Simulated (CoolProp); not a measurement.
n-butane at 298.15 K and 0.0526 MPa is compressed adiabatically to 0.219 MPa with isentropic efficiency 0.85. Each further row changes one setting.

Values from CoolProp's reference Helmholtz-energy equation of state, Bücker 2006.

```tsv
case	work (kJ/kg)	final temperature (K)	final density (kg/m³)
as stated	[?]	[?]	[?]
efficiency 1	[?]	336.3	[?]
efficiency 0.65	[?]	353.6	[?]
```

### Question
Fill in the missing entries.

### Answer

- as stated, work (kJ/kg): 74.0
- as stated, final temperature (K): 342.0
- as stated, final density (kg/m³): 4.67
- efficiency 1, work (kJ/kg): 62.9
- efficiency 1, final density (kg/m³): 4.76
- efficiency 0.65, work (kJ/kg): 96.8
- efficiency 0.65, final density (kg/m³): 4.50
